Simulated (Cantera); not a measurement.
Input (Python, Cantera) and output of one run.

```python
import numpy as np
import cantera as ct

gas_names = """
    Fe FeO Fe(OH)2 H HO2 H2 H2O H2O2 H2S H2SO4 O OH O2 O3 S SH SO SO2 SO3 S2 S2O S8
""".split()
cond_names = """
    Fe(a) Fe(c) Fe(d) Fe(L) FeO(s) FeO(L) Fe(OH)2(s) Fe(OH)3(s) FeS(a) FeS(b) FeS(c) FeS(L) FeSO4(s)
    FeS2(s) Fe2O3(s) Fe2S3O12(s) Fe3O4(s) H2O(s) H2O(L) H2SO4(L) S(cr1) S(cr2) S(L)
""".split()


# ... load() reads the species with a 1 bar reference pressure and builds the phases ...
atoms = {
    'FeS2': {'Fe': 1, 'S': 2},
    'H2': {'H': 2},
    'H2O': {'H': 2, 'O': 1},
}
top_T = {'FeSO4(s)': 950, 'FeS2(s)': 1010, 'Fe2O3(s)': 1830, 'Fe2S3O12(s)': 1100, 'Fe3O4(s)': 1870}  # K; cautious upper limits of use, not melting points


# ... equilibrate(T, P, feed) seeds the gas with the atoms and calls Mixture.equilibrate('TP', solver="vcs", rtol=1e-11, max_steps=5000) ...
results = []
feed = {'FeS2': 1, 'H2': 1700, 'H2O': 0.44}  # mol
P = 133.322  # Pa
for T in [848, 948, 1048, 1148, 1248, 1348, 1448, 1548, 1648, 1748, 1848, 1948]:
    mix = equilibrate(T, P, feed)
    results.append((T, P, feed, dict(zip(mix.species_names, mix.species_moles))))
    x = sorted(zip(gas.X, gas.species_names), reverse=True)
    print(f"T = {T:g} K  P = {P:g} Pa  gas = {mix.phase_moles(0):.4g} mol")
    print("   x: " + "  ".join(f"{s} {v:.3e}" for v, s in x if v > 0.0001))
    print("   condensed (mol): " + ("  ".join(f"{mix.phase(i).name} {mix.phase_moles(i):.4g}"
          for i in range(1, mix.n_phases) if mix.phase_moles(i) > 1e-12) or "none"))
```

Result:

```
T = 848 K  P = 133.322 Pa  gas = 1700 mol
   x: H2 9.992e-01  H2S 5.881e-04  H2O 2.588e-04
   condensed (mol): FeS(c) 1
T = 948 K  P = 133.322 Pa  gas = 1700 mol
   x: H2 9.990e-01  H2S 7.139e-04  H2O 2.588e-04
   condensed (mol): Fe(a) 0.2141  FeS(c) 0.7859
T = 1048 K  P = 133.322 Pa  gas = 1700 mol
   x: H2 9.986e-01  H2S 1.175e-03  H2O 2.588e-04
   condensed (mol): Fe(a) 1
T = 1148 K  P = 133.322 Pa  gas = 1700 mol
   x: H2 9.986e-01  H2S 1.172e-03  H2O 2.588e-04
   condensed (mol): Fe(a) 1
T = 1248 K  P = 133.322 Pa  gas = 1700 mol
   x: H2 9.986e-01  H2S 1.158e-03  H2O 2.588e-04
   condensed (mol): Fe(c) 0.9997
T = 1348 K  P = 133.322 Pa  gas = 1701 mol
   x: H2 9.985e-01  H2S 1.117e-03  H2O 2.587e-04
   condensed (mol): Fe(c) 0.9948
T = 1448 K  P = 133.322 Pa  gas = 1701 mol
   x: H2 9.983e-01  H2S 1.024e-03  H2O 2.587e-04  H 2.522e-04
   condensed (mol): Fe(c) 0.9392
T = 1548 K  P = 133.322 Pa  gas = 1702 mol
   x: H2 9.975e-01  H2S 8.656e-04  H 8.423e-04  Fe 3.021e-04  H2O 2.585e-04  SH 1.595e-04
   condensed (mol): Fe(c) 0.4858
T = 1648 K  P = 133.322 Pa  gas = 1704 mol
   x: H2 9.956e-01  H 2.434e-03  H2S 6.666e-04  Fe 5.869e-04  SH 2.674e-04  H2O 2.581e-04
   condensed (mol): none
T = 1748 K  P = 133.322 Pa  gas = 1707 mol
   x: H2 9.919e-01  H 6.232e-03  Fe 5.857e-04  H2S 4.674e-04  SH 3.736e-04  H2O 2.573e-04  S 1.315e-04
   condensed (mol): none
T = 1848 K  P = 133.322 Pa  gas = 1715 mol
   x: H2 9.837e-01  H 1.440e-02  Fe 5.832e-04  SH 4.412e-04  H2S 2.977e-04  S 2.661e-04  H2O 2.559e-04
   condensed (mol): none
T = 1948 K  P = 133.322 Pa  gas = 1729 mol
   x: H2 9.676e-01  H 3.044e-02  Fe 5.784e-04  SH 4.450e-04  S 4.376e-04  H2O 2.531e-04  H2S 1.719e-04
   condensed (mol): none
```

Equilibrium computed with Cantera from the NASA thermochemical tables; the gas is ideal and each condensed phase is pure. FeS: taken at fixed stoichiometry.
